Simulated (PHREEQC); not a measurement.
A solution holds 0.011 mol/kgw BaCl2 and 0.016 mol/kgw KBr, at 25 °C. Closed to the air; pH follows from the charge balance.

The numbers come from PHREEQC with the Pitzer model, pitzer.dat.

This is a speciation only: nothing precipitates in the calculation.

### Question
Estimate the specific conductance.

### Answer
specific conductance 4600 µS/cm.
